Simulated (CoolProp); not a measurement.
R124 at 293.15 K and 0.0512 MPa flows at 3.4 m/s in a round tube of 100 mm bore and 0.25 µm roughness, fully developed (64/Re and Nu = 3.66 if laminar; Colebrook and Gnielinski if turbulent). Each further row changes one setting.

Computed with CoolProp (reference Helmholtz-energy equation of state, de Vries 1995).

| case | Reynolds number | Darcy friction factor | pressure drop (Pa/m) | heat-transfer coefficient (W/(m² K)) | mass flow (kg/h) |
|---|---|---|---|---|---|
| as stated | 78000 | 0.0190 | 3.19 | 19.1 | 279 |
| velocity 6.8 m/s | 156000 | 0.0164 | 11.1 | 33.1 | 559 |
| diameter 200 mm | 156000 | 0.0164 | 1.38 | 16.5 | 1120 |

Viscosity comes from a separate model (Bell 2016), an estimate that may be off by 10 % or more. Thermal conductivity comes from a separate model (Huber 2003), an estimate that may be off by 10 % or more.
